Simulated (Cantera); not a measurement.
Feed: 1 mol CS₂, 4 mol H₂O, 2.1 mol N₂, equilibrated at 1848.15 K and 32.0 bar.

Cantera equilibrium calculation (NASA polynomials, part measured and part estimated; ideal gas, pure solids and liquids). Candidate condensed phases: C, C₆H₆, C₇H₈, C₈H₁₈, H₂O, H₂SO₄, S; 150 gas species. The ideal-gas law is rough above about 30 bar. The numbers say what is thermodynamically allowed, not how fast it happens.

Base state: H₂O 0.311, N₂ 0.274, H₂S 0.117, H₂ 0.0905, CO 0.0684, S₂ 0.0616, CO₂ 0.0587, SO₂ 0.00924 (mole fractions); condensed: gas only.

Problem. What changes in the equilibrium state with this change: pressure from 32.0 bar to 1.33 mbar?

Solution. 
| species | before | after |
|---|---|---|
| H₂ | 0.0905 | 0.273 |
| N₂ | 0.274 | 0.246 |
| H₂O | 0.311 | 0.186 |
| H₂S | 0.117 | 0.00232 |
| SO | 0.00108 | 0.0336 |
| SO₂ | 0.00924 | 0.0570 |
| CO₂ | 0.0587 | 0.0170 |
| CO | 0.0684 | 0.100 |
| S₂ | 0.0616 | 0.0633 |
| NH₃ | 1.21e-5 | 2.49e-9 |
| CS₂ | 3.94e-5 | 1.24e-8 |
| H | 2.82e-5 | 0.00759 |
